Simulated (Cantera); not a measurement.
trisilylamine + N₂ (silicon nitride deposition)

Charge: 1 mol trisilylamine, 4.4 mol N₂, equilibrated at 44000 Pa.

These are equilibrium values from Cantera (NASA tables, ideal gas, pure condensed phases), not measurements of a reactor. Candidate condensed phases: Si, Si₃N₄; 18 gas species. The feed counts by its element totals alone. The tables' values for SiN are old estimates; treat these amounts as uncertain. Gases not in the tables: Si₂H₆ and higher silanes. Rates play no part.

```csv
T (K),x H₂,x N₂,x H,x NH₃,x Si,x SiH₂,n Si₃N₄(s),n Si(l)
725,0.607,0.392,<1e-12,0.000893,<1e-12,<1e-12,1.00,0
875,0.608,0.392,5.90e-11,0.000195,<1e-12,<1e-12,1.00,0
1025,0.608,0.392,5.12e-9,6.47e-5,<1e-12,<1e-12,1.00,0
1175,0.608,0.392,1.44e-7,2.81e-5,<1e-12,<1e-12,1.00,0
1325,0.608,0.392,1.92e-6,1.47e-5,<1e-12,2.21e-11,1.00,0
1475,0.608,0.392,1.52e-5,8.73e-6,3.96e-11,1.99e-9,1.00,0
1625,0.608,0.392,8.29e-5,5.71e-6,7.09e-9,7.70e-8,1.00,0
1775,0.608,0.392,0.000340,4.02e-6,5.21e-7,1.59e-6,1.000,0
1925,0.607,0.392,0.00112,2.98e-6,1.94e-5,2.03e-5,1.000,0
2075,0.476,0.520,0.00277,1.86e-6,0.000232,7.63e-5,0,3.00
```
x: gas mole fraction; n: condensed amount in mol.

From 725 K to 1925 K the condensed part is Si₃N₄(s). At 2075 K the condensed part is Si(l).
